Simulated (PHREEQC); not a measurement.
1 kg of water holding 0.023 mol NaOH and 0.24 mol NaCl meets 20 L of dry gas (H2 0.59, N2 0.41 by moles) at fixed total pressure, at 10 °C; fugacities by Peng-Robinson. The gases take part in no redox reaction, some water evaporates into the gas, and hydrates or a liquid gas phase aren't modelled. Precipitation was switched off in this run.

The numbers come from PHREEQC with the ion-association model, phreeqc.dat.

```tsv
P (atm)	dissolved H2 (mol/kgw)	φ of H2	p of H2 (atm)	dissolved N2 (mol/kgw)	φ of N2	p of N2 (atm)
2	0.000972	1.001	1.17	0.000652	0.999	0.815
10	0.00485	?	5.89	0.00323	0.995	4.09
20	?	?	11.8	0.00636	?	8.19
30	0.0143	1.010	17.7	0.00938	?	12.3
50	0.0234	1.017	29.5	0.0151	?	20.5
100	0.0449	?	59.0	0.0281	0.969	41.0
150	0.0646	?	88.5	0.0395	0.966	61.5
200	0.0827	1.080	118	0.0496	0.969	82.0
400	0.143	1.188	236	0.0821	1.033	164
```

Question: Fill in the missing entries.

Answer: 
- 10, φ of H2: 1.003
- 20, dissolved H2 (mol/kgw): 0.00962
- 20, φ of H2: 1.006
- 20, φ of N2: 0.991
- 30, φ of N2: 0.987
- 50, φ of N2: 0.980
- 100, φ of H2: 1.036
- 150, φ of H2: 1.057

At this temperature some constants are extrapolated from 25 °C, and those without enthalpy data are left unchanged.
